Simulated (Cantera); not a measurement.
## Silicon carbide growth: SiH2Cl2 + C3H8 + H2

Charge: 1 mol SiH2Cl2, 0.039 mol C3H8, 190 mol H2, at 0.250 bar.

Cantera equilibrium calculation (NASA polynomials, part measured and part estimated; ideal gas, pure solids and liquids). Candidate condensed phases: C, C6H6, C7H8, C8H18, Si, SiC; 109 gas species. Mutual solubility and eutectic melting of coexisting phases are not modelled. The tables' values for SiCl, SiCl3 are old estimates; treat these amounts as uncertain. Gases not in the tables: Si2H6 and higher silanes. The numbers say what is thermodynamically allowed, not how fast it happens.

From 702 °C to 1302 °C the condensed part is Si(s) + SiC(s). From 1502 °C to 1902 °C the condensed part is Si(l) + SiC(s). From 2102 °C to 2302 °C nothing is condensed. The main Si-bearing gas is SiHCl3 at 702 °C and Si at 2302 °C.

```
T (°C)  log p H2  log p H  log p HCl  log p Si  log p SiHCl3  n Si(s)  n SiC(s)  n Si(l)
------  --------  -------  ---------  --------  ------------  -------  --------  -------
702        -0.60    -9.24      -3.00      <-12         -3.59    0.508     0.115        0
902        -0.61    -7.21      -2.64    -12.27         -4.45    0.793     0.116        0
1102       -0.61    -5.77      -2.61     -9.39         -5.74    0.825     0.116        0
1302       -0.61    -4.68      -2.61     -7.24         -6.77    0.819     0.116        0
1502       -0.61    -3.84      -2.61     -5.66         -7.62        0     0.116    0.816
1702       -0.61    -3.17      -2.61     -4.49         -8.38        0     0.115    0.781
1902       -0.61    -2.62      -2.61     -3.54         -9.01        0    0.0947    0.495
2102       -0.62    -2.16      -2.61     -3.05         -9.82        0         0        0
2302       -0.64    -1.78      -2.63     -2.98        -10.88        0         0        0
```
log p: log10 of the partial pressure in bar; n: condensed amount in mol.
